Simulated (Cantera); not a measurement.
Input: 1 mol Fe2O3, 2.9 mol C, 18 mol N2, equilibrated at 925 °C and 750 Torr.

These are equilibrium values from Cantera (NASA tables, ideal gas, pure condensed phases), not measurements of a reactor. Candidate condensed phases: C, Fe, Fe(CO)5, FeO, Fe2O3, Fe3O4; 27 gas species. Equilibrium is a limit: real reactors are often held back by kinetics, nucleation or transport.

Base state: N2 0.861, CO 0.134, CO2 0.00478 (mole fractions); condensed: Fe(γ).

Problem. What changes in the equilibrium state with this change: 0.094 mol O2 added?

Solution. 
| species | before | after |
|---|---|---|
| N2 | 0.861 | 0.861 |
| CO | 0.134 | 0.125 |
| CO2 | 0.00478 | 0.0138 |
| Fe(γ), mol | 2.00 | 2.00 |
